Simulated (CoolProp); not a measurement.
Vapour-liquid equilibrium of dimethyl ether (1) + R236FA (2) at 15.3 kPa; x and y are mole fractions of (1).

Values from CoolProp's multi-fluid Helmholtz-energy mixture model, Wu 2011 and Pan 2012; pair parameters Bell 2016.

```
x     bubble temperature, mixture model (°C)  bubble temperature, Raoult's law (°C)  y, mixture model  y, Raoult's law
----  --------------------------------------  -------------------------------------  ----------------  ---------------
0.05                                   -39.6                                  -41.2             0.068            0.153
0.15                                   -40.4                                  -44.5             0.219            0.386
0.25                                   -41.8                                  -47.4             0.386            0.551
0.35                                   -43.7                                  -49.9             0.555            0.671
0.45                                   -46.3                                  -52.2             0.706            0.761
0.55                                   -49.2                                  -54.1             0.825            0.830
0.65                                   -52.4                                  -55.9             0.907            0.883
0.75                                   -55.4                                  -57.5        (withheld)            0.926
0.85                              (withheld)                                  -59.0             0.983            0.960
0.95                                   -60.1                                  -60.3        (withheld)            0.988
```

Fill in the missing entries.


- 0.75, y, mixture model: 0.956
- 0.85, bubble temperature, mixture model (°C): -58.0
- 0.95, y, mixture model: 0.996

The largest gap from Raoult's law is +6.2 K in bubble temperature, at x = 0.35. No azeotrope shows between x = 0.05 and 0.95.

The pair parameters rest on a limited set of measurements; away from them the model extrapolates.
